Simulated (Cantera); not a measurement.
Charge: 1 mol SiCl4, 12 mol N2O, 0.89 mol NO, held at 368 Torr.

Method: chemical equilibrium by Gibbs-energy minimisation in Cantera with the NASA 1993 tables (ideal gas, pure condensed phases). Candidate condensed phases: Si, SiO2, Si2N2O, Si3N4; 23 gas species. The tables hold silica as quartz up to 1696 K and as liquid above; real silica turns to tridymite and cristobalite and melts near 1996 K. The numbers say what is thermodynamically allowed, not how fast it happens.

Question: At 1177 °C, list the 6 most abundant gas species with their mole fractions, and the condensed phases.

Answer: N2 0.620, O2 0.271, Cl2 0.0907, Cl 0.0177, NO 0.000957, ClO 0.000170. Condensed: SiO2(β-quartz).
